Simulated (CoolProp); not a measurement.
Vapour-liquid equilibrium of cis-2-butene (1) + acetone (2) at 1.13 MPa; x and y are mole fractions of (1).

The numbers come from the multi-fluid Helmholtz-energy mixture model, Lemmon 2005 and Lemmon 2006; pair parameters Bell 2016 in CoolProp.

```csv
x,bubble temperature (°C),y at the bubble point,dew temperature at overall composition x (°C),liquid density (mol/L)
0.05,[?],[?],147.0,10.73
0.2,121.1,0.496,139.1,10.72
0.35,[?],0.662,[?],10.53
0.5,101.3,0.754,120.8,10.24
0.65,96.4,0.819,109.7,9.942
0.8,[?],0.883,97.8,[?]
0.95,89.7,0.964,[?],9.475
```

**Question.** Some entries are withheld; supply them.

**Answer.** 
- 0.05, bubble temperature (°C): 141.0
- 0.05, y at the bubble point: 0.165
- 0.35, bubble temperature (°C): 108.8
- 0.35, dew temperature at overall composition x (°C): 130.5
- 0.8, bubble temperature (°C): 92.7
- 0.8, liquid density (mol/L): 9.677
- 0.95, dew temperature at overall composition x (°C): 90.1

No azeotrope shows between x = 0.05 and 0.95.

Pair parameters are fitted to limited data, so mixtures are less certain than the pure fluids.
